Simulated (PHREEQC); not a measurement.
# Reverse-osmosis reject

A made-up water analysis in mg/kgw, 20 °C, pH 8.56, pe 9.4:

```csv
constituent,mg/kgw
Na,2250
K,184
Ca,71.3
Mg,50.7
Cl,3460
S(6) as SO4,441
Alkalinity as HCO3,8.08
F,5.7
Br,163
```

Valence states are taken as typed.

All values are PHREEQC results (ion-association model, wateq4f.dat), not measurements.

```
Property                     Result
--------------------  -------------
ionic strength        0.116 mol/kgw
charge-balance error          0.5 %
```

```csv
species,molality,activity,log γ
Cl-,0.0976,0.0737,-0.122
Na+,0.0973,0.0754,-0.110
K+,0.00467,0.00352,-0.122
SO4-2,0.00361,0.00129,-0.446
Br-,0.00204,0.00158,-0.111
Mg+2,0.00188,0.000742,-0.403
Ca+2,0.00163,0.000615,-0.423
NaSO4-,0.000605,0.000473,-0.107
F-,0.000278,0.000209,-0.124
MgSO4,0.000192,0.000197,0.012
CaSO4,0.000147,0.000151,0.012
HCO3-,0.000108,8.47e-5,-0.107
```

No solid was allowed to form. Saturation is exceeded, for instance for Fluorite; the values hold only as long as no solid forms.
